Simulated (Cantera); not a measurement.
Input: 1 mol AlCl₃, 220 mol NH₃, 650 mol H₂, held at 1527 °C and 0.910 bar.

Method: chemical equilibrium by Gibbs-energy minimisation in Cantera with the NASA 1993 tables (ideal gas, pure condensed phases). Candidate condensed phases: Al, AlCl₃, AlN, NH₄Cl; 20 gas species. The tables' values for AlCl₂ are old estimates; treat these amounts as uncertain. The numbers say what is thermodynamically allowed, not how fast it happens.

Base state: H₂ 0.896, N₂ 0.101, HCl 0.00218, AlCl 0.000545, H 0.000355, AlCl₂ 1.22e-5 (mole fractions); condensed: AlN(s).

Problem. What changes in the equilibrium state with this change: temperature from 1527 °C to 927 °C?

Solution. 
```
species        before    after
-----------  --------  -------
H₂              0.896    0.897
N₂              0.101    0.100
HCl           0.00218  0.00275
AlCl         0.000545  5.98e-9
AlCl₂         1.22e-5  1.41e-8
H            0.000355  1.96e-7
NH₃           7.15e-6  4.68e-5
AlN(s), mol     0.389    0.999
```

Problem. What changes in the equilibrium state with this change: temperature from 1527 °C to 425 °C?

Solution. 
```
species        before    after
-----------  --------  -------
H₂              0.896    0.895
N₂              0.101   0.0994
HCl           0.00218  0.00276
NH₃           7.15e-6  0.00234
AlCl         0.000545    <1e-9
H            0.000355    <1e-9
AlCl₂         1.22e-5    <1e-9
AlN(s), mol     0.389    1.000
```
